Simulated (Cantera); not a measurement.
Input (Python, Cantera):

```python
import numpy as np
import cantera as ct

gas = ct.Solution("gri30.yaml")
gas.TPX = 1123, 220000, {'CH4': 1, 'O2': 3.28, 'N2': 12.3}
reactor = ct.IdealGasReactor(gas, energy="on", clone=False)
net = ct.ReactorNet([reactor])
net.rtol, net.atol = 1e-08, 1e-16
show = ['CH4', 'O2', 'HO2', 'OH', 'CO2', 'CO', 'N2O']
times = np.geomspace(9e-06, 3, 15)

steps = ct.SolutionArray(gas, extra=["t"])
rows = []
print(f"{'t/s':>10s}{'T/K':>9s}{'P/Pa':>11s}" + "".join(f"{s:>11s}" for s in show))
for t in times:
    while net.time < t:
        t_next = net.step()
        steps.append(gas.state, t=t_next)
    rows.append([np.interp(t, steps.t, y) for y in (steps.T, steps.P, *steps(*show).X.T)])
    print(f"{t:10.3e}{rows[-1][0]:9.1f}{rows[-1][1]:11.4g}" + "".join(f"{x:11.3e}" for x in rows[-1][2:]))
rate = np.gradient(steps.T, steps.t)
print("integrator steps:", len(steps.t))
if steps.T.max() > steps.T[0] + 200:
    print(f"time of steepest temperature rise: {steps.t[rate.argmax()]:.4e} s")
gas.TPX = 1123, 220000, {'CH4': 1, 'O2': 3.28, 'N2': 12.3}
gas.equilibrate("UV")
print(f"equilibrium (UV): T = {gas.T:.1f} K  " + "  ".join(f"{s} {gas[s].X[0]:.3e}" for s in show))
```

It prints:

```
       t/s      T/K       P/Pa        CH4         O2        HO2         OH        CO2         CO        N2O
 9.000e-06   1123.0    2.2e+05  6.031e-02  1.978e-01  2.281e-09  1.417e-12  1.974e-18  3.362e-16  8.759e-17
 2.232e-05   1123.0    2.2e+05  6.031e-02  1.978e-01  5.645e-09  3.411e-12  2.953e-17  5.213e-15  4.152e-16
 5.536e-05   1123.0    2.2e+05  6.031e-02  1.978e-01  1.392e-08  8.649e-12  4.611e-16  8.117e-14  2.242e-15
 1.373e-04   1123.0    2.2e+05  6.031e-02  1.978e-01  3.405e-08  2.339e-11  7.562e-15  1.270e-12  1.290e-14
 3.406e-04   1123.0    2.2e+05  6.031e-02  1.978e-01  8.149e-08  7.051e-11  1.425e-13  2.116e-11  7.607e-14
 8.447e-04   1123.0    2.2e+05  6.031e-02  1.978e-01  1.834e-07  2.517e-10  3.542e-12  4.086e-10  4.429e-13
 2.095e-03   1123.0    2.2e+05  6.031e-02  1.978e-01  3.335e-07  1.023e-09  1.300e-10  1.131e-08  2.401e-12
 5.196e-03   1123.1    2.2e+05  6.029e-02  1.978e-01  4.620e-07  2.184e-09  2.377e-09  3.190e-07  1.051e-11
 1.289e-02   1123.7  2.201e+05  6.021e-02  1.978e-01  9.256e-07  3.962e-09  1.681e-08  4.723e-06  4.510e-11
 3.196e-02   1127.8  2.209e+05  5.967e-02  1.974e-01  3.263e-06  1.742e-08  3.547e-07  8.902e-05  2.906e-10
 7.928e-02   2547.4  5.024e+05  6.133e-18  6.947e-02  1.122e-05  9.052e-03  5.546e-02  4.452e-03  1.662e-06
 1.966e-01   2547.4  5.024e+05  6.132e-18  6.947e-02  1.122e-05  9.052e-03  5.546e-02  4.452e-03  1.662e-06
 4.877e-01   2547.4  5.024e+05  6.132e-18  6.947e-02  1.122e-05  9.052e-03  5.546e-02  4.452e-03  1.662e-06
 1.210e+00   2547.4  5.024e+05  6.132e-18  6.947e-02  1.122e-05  9.052e-03  5.546e-02  4.452e-03  1.662e-06
 3.000e+00   2547.4  5.024e+05  6.132e-18  6.947e-02  1.122e-05  9.052e-03  5.546e-02  4.452e-03  1.662e-06
integrator steps: 2371
time of steepest temperature rise: 5.0610e-02 s
equilibrium (UV): T = 2547.4 K  CH4 8.812e-18  O2 6.947e-02  HO2 1.122e-05  OH 9.052e-03  CO2 5.546e-02  CO 4.452e-03  N2O 1.662e-06
```

Model: GRI-Mech 3.0 (53 species, 325 reactions), integrated in Cantera.
